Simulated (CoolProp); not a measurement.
Vapour-liquid equilibrium of R143a (1) + R1234yf (2) at 242 K; x and y are mole fractions of (1).

Model: multi-fluid Helmholtz-energy mixture model, Lemmon and Jacobsen 2000 and Lemmon 2022; pair parameters Bell 2016, in CoolProp.

```json
[
 {"x": "0.05", "bubble pressure, mixture model (kPa)": "100.5", "bubble pressure, Raoult's law (kPa)": "99.56", "y, mixture model": "0.108", "y, Raoult's law": "0.103"},
 {"x": "0.2", "bubble pressure, mixture model (kPa)": "[?]", "bubble pressure, Raoult's law (kPa)": "116.2", "y, mixture model": "0.357", "y, Raoult's law": "0.353"},
 {"x": "0.35", "bubble pressure, mixture model (kPa)": "136.2", "bubble pressure, Raoult's law (kPa)": "132.9", "y, mixture model": "[?]", "y, Raoult's law": "0.540"},
 {"x": "0.5", "bubble pressure, mixture model (kPa)": "152.7", "bubble pressure, Raoult's law (kPa)": "149.6", "y, mixture model": "0.674", "y, Raoult's law": "0.686"},
 {"x": "0.65", "bubble pressure, mixture model (kPa)": "168.6", "bubble pressure, Raoult's law (kPa)": "166.2", "y, mixture model": "0.788", "y, Raoult's law": "0.802"},
 {"x": "0.8", "bubble pressure, mixture model (kPa)": "184.3", "bubble pressure, Raoult's law (kPa)": "182.9", "y, mixture model": "0.886", "y, Raoult's law": "0.897"},
 {"x": "0.95", "bubble pressure, mixture model (kPa)": "199.9", "bubble pressure, Raoult's law (kPa)": "199.6", "y, mixture model": "[?]", "y, Raoult's law": "0.976"}
]
```

### Question
Complete the blanks.

### Answer

- 0.2, bubble pressure, mixture model (kPa): 119.0
- 0.35, y, mixture model: 0.535
- 0.95, y, mixture model: 0.973

The largest gap from Raoult's law is +2.5 % in bubble pressure, at x = 0.35. No azeotrope shows between x = 0.05 and 0.95.

The pair parameters rest on a limited set of measurements; away from them the model extrapolates.
